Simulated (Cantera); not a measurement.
Cantera run, input and output.

```python
import numpy as np
import cantera as ct

gas = ct.Solution("h2o2.yaml")
gas.TPX = 1323, 2900, {'H2': 0.0069, 'O2': 1, 'N2': 0.53}
reactor = ct.IdealGasConstPressureReactor(gas, energy="off", clone=False)
net = ct.ReactorNet([reactor])
net.rtol, net.atol = 1e-08, 1e-18
show = ['H2', 'O2', 'H2O2', 'H2O', 'O']
times = np.geomspace(4e-05, 100, 10)

steps = ct.SolutionArray(gas, extra=["t"])
rows = []
print(f"{'t/s':>10s}{'T/K':>9s}{'P/Pa':>11s}" + "".join(f"{s:>11s}" for s in show))
for t in times:
    while net.time < t:
        t_next = net.step()
        steps.append(gas.state, t=t_next)
    rows.append([np.interp(t, steps.t, y) for y in (steps.T, steps.P, *steps(*show).X.T)])
    print(f"{t:10.3e}{rows[-1][0]:9.1f}{rows[-1][1]:11.4g}" + "".join(f"{x:11.3e}" for x in rows[-1][2:]))
rate = np.gradient(steps.T, steps.t)
print("integrator steps:", len(steps.t))
if steps.T.max() > steps.T[0] + 200:
    print(f"time of steepest temperature rise: {steps.t[rate.argmax()]:.4e} s")
gas.TPX = 1323, 2900, {'H2': 0.0069, 'O2': 1, 'N2': 0.53}
gas.equilibrate("TP")
print(f"equilibrium (TP): T = {gas.T:.1f} K  " + "  ".join(f"{s} {gas[s].X[0]:.3e}" for s in show))
```

Output:

```
       t/s      T/K       P/Pa         H2         O2       H2O2        H2O          O
 4.000e-05   1323.0       2900  4.490e-03  6.507e-01  8.047e-14  6.331e-11  1.169e-09
 2.056e-04   1323.0       2900  4.490e-03  6.507e-01  2.039e-12  3.316e-09  1.152e-08
 1.056e-03   1323.0       2900  4.489e-03  6.507e-01  4.422e-11  2.471e-07  2.775e-07
 5.429e-03   1323.0       2900  7.572e-04  6.471e-01  3.952e-08  3.132e-03  2.905e-03
 2.790e-02   1323.0       2900  1.109e-05  6.468e-01  1.169e-08  4.205e-03  3.415e-03
 1.434e-01   1323.0       2900  5.912e-06  6.483e-01  9.430e-09  4.302e-03  1.786e-03
 7.368e-01   1323.0       2900  1.034e-06  6.496e-01  3.874e-09  4.425e-03  3.059e-04
 3.786e+00   1323.0       2900  7.950e-08  6.498e-01  5.568e-10  4.479e-03  2.340e-05
 1.946e+01   1323.0       2900  7.933e-09  6.499e-01  6.994e-11  4.493e-03  2.345e-06
 1.000e+02   1323.0       2900  4.275e-09  6.499e-01  4.026e-11  4.495e-03  1.268e-06
integrator steps: 1849
equilibrium (TP): T = 1323.0 K  H2 4.273e-09  O2 6.499e-01  H2O2 4.024e-11  H2O 4.495e-03  O 1.267e-06
```

Cantera simulation using the H2/O2 subset of GRI-Mech 3.0, which has no nitrogen chemistry; the numbers are that mechanism's predictions, not measurements. Radical loss at walls, strong at low pressure, is not modelled.
